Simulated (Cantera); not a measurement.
Cantera run:

```python
import numpy as np
import cantera as ct

gas_names = """
    Fe H H2 H2S S SH S2 S8
""".split()
cond_names = """
    Fe(a) Fe(c) Fe(d) Fe(L) FeS(a) FeS(b) FeS(c) FeS(L) FeS2(s) S(cr1) S(cr2) S(L)
""".split()


# ... load() reads the species with a 1 bar reference pressure and builds the phases ...
atoms = {
    'FeS': {'Fe': 1, 'S': 1},
    'H2': {'H': 2},
}
top_T = {'FeS2(s)': 1010}  # K; cautious upper limits of use, not melting points


# ... equilibrate(T, P, feed) seeds the gas with the atoms and calls Mixture.equilibrate('TP', solver="vcs", rtol=1e-11, max_steps=5000) ...
results = []
feed = {'FeS': 1, 'H2': 0.79}  # mol
T = 1473  # K
for P in [10, 68, 460, 3200, 22000, 150000, 1000000]:
    mix = equilibrate(T, P, feed)
    results.append((T, P, feed, dict(zip(mix.species_names, mix.species_moles))))

top = {s: max(r[3][s] / sum(r[3][g] for g in gas_names) for r in results) for s in gas_names}
cols = sorted((s for s in top if top[s] > 1e-05), key=lambda s: -top[s])[:9]
seen = [c for c in cond_names if any(r[3].get(c, 0) > 1e-12 for r in results)]
print("log10 of partial pressures in bar; condensed amounts in mol")
print(f"{'P/Pa':>10s}" + "".join(f"{s[:9]:>10s}" for s in cols + seen))
for T, P, feed, n in results:
    ng = sum(n[g] for g in gas_names)
    print(f"{P:10.4g}" + "".join(f"{np.log10(max(n[s] / ng * P / 1e5, 1e-99)):10.3f}" for s in cols)
          + "".join(f"{n.get(c, 0):10.4g}" for c in seen))
```

It prints:

```
log10 of partial pressures in bar; condensed amounts in mol
      P/Pa        H2        S2       H2S        SH         H         S        Fe     Fe(c)    FeS(L)
        10    -4.064    -4.933    -5.912    -6.336    -6.930    -6.995    -7.078    0.2253    0.7739
        68    -3.182    -4.933    -5.031    -5.895    -6.489    -6.995    -7.078   0.04021    0.9597
       460    -2.345    -4.933    -4.193    -5.477    -6.070    -6.995    -7.078   0.01564    0.9843
      3200    -1.501    -4.933    -3.349    -5.055    -5.649    -6.995    -7.078   0.01184    0.9882
   2.2e+04    -0.664    -4.933    -2.512    -4.636    -5.230    -6.995    -7.078   0.01121    0.9888
   1.5e+05     0.170    -4.933    -1.678    -4.219    -4.813    -6.995    -7.078   0.01109    0.9889
     1e+06     0.994    -4.933    -0.854    -3.807    -4.401    -6.995    -7.078   0.01106    0.9889
```

Equilibrium computed with Cantera from the NASA thermochemical tables; the gas is ideal and each condensed phase is pure. Metal and sulfide melt together well below either melting point, which pure phases cannot show. Mutual solubility and eutectic melting of coexisting phases are not modelled. FeS: taken at fixed stoichiometry.
